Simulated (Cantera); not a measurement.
## Equilibrium for oxide etching and cleaning by halides: SiO2 + SiCl4 + N2

Input: 1 mol SiO2, 0.54 mol SiCl4, a varied amount of N2, held at 1550 °C and 82.5 Torr.

Cantera equilibrium calculation (NASA polynomials, part measured and part estimated; ideal gas, pure solids and liquids). Candidate condensed phases: Si, SiO2, Si2N2O, Si3N4; 23 gas species. The tables' values for SiCl3 are old estimates; treat these amounts as uncertain. The tables hold silica as quartz up to 1696 K and as liquid above; real silica turns to tridymite and cristobalite and melts near 1996 K. The numbers say what is thermodynamically allowed, not how fast it happens.

```csv
n(N2) (mol),x N2,x SiCl4,x Cl,x SiCl3,x SiCl2,x SiO,n SiO2(condensed)
2.9,0.818,0.128,0.0282,0.0193,0.00450,0.000678,0.999
4.4,0.868,0.0867,0.0241,0.0153,0.00417,0.000764,0.998
6.8,0.907,0.0561,0.0203,0.0117,0.00380,0.000866,0.997
10,0.932,0.0373,0.0174,0.00911,0.00345,0.000964,0.995
16,0.953,0.0221,0.0144,0.00654,0.00300,0.00109,0.991
25,0.966,0.0131,0.0119,0.00465,0.00256,0.00121,0.984
38,0.975,0.00776,0.0100,0.00329,0.00215,0.00132,0.974
58,0.982,0.00444,0.00844,0.00224,0.00175,0.00141,0.958
90,0.986,0.00238,0.00703,0.00144,0.00135,0.00149,0.932
```
x: gas mole fraction; n: condensed amount in mol.

From 2.9 mol N2 to 90 mol N2 the condensed part is SiO2(condensed). The main Si-bearing gas is SiCl4 throughout. The share of Si in condensed phases is highest at 2.9 mol N2 (64.9 %) and lowest at 90 mol N2 (60.5 %).
